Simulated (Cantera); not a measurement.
A perfectly stirred reactor is fed with C2H6 : N2 = 1 : 63 (molar parts), at 0.270 Torr; it is held at 1925 K, and followed from long to short residence time.

Cantera simulation using GRI-Mech 3.0 (53 species, 325 reactions); the numbers are that mechanism's predictions, not measurements. GRI-Mech 3.0 stops at C3 and has no aromatics, soot or wall deposition, so with more carbon than oxygen in the feed, carbon stays in small species such as C2H2 where larger ones or solid carbon would form. Radical loss at walls, strong at low pressure, is not modelled.

Problem. Predict: x(C2H6) at τ = 18.0 s; x(H2) at τ = 18.0 s; x(HCN) at τ = 18.0 s; x(C2H2) at τ = 18.0 s; x(C2H) at τ = 18.0 s; x(C2H6) at τ = 0.240 s; x(H2) at τ = 0.240 s; x(HCN) at τ = 0.240 s; x(C2H2) at τ = 0.240 s; x(C2H) at τ = 0.240 s.

Solution. 
| Item | Value |
|---|---|
| x(C2H6) at τ = 18.0 s | 2.51e-6 |
| x(H2) at τ = 18.0 s | 0.0287 |
| x(HCN) at τ = 18.0 s | 0.00106 |
| x(C2H2) at τ = 18.0 s | 0.0142 |
| x(C2H) at τ = 18.0 s | 6.28e-6 |
| x(C2H6) at τ = 0.240 s | 0.000170 |
| x(H2) at τ = 0.240 s | 0.0220 |
| x(HCN) at τ = 0.240 s | 0.000139 |
| x(C2H2) at τ = 0.240 s | 0.0112 |
| x(C2H) at τ = 0.240 s | 1.04e-5 |
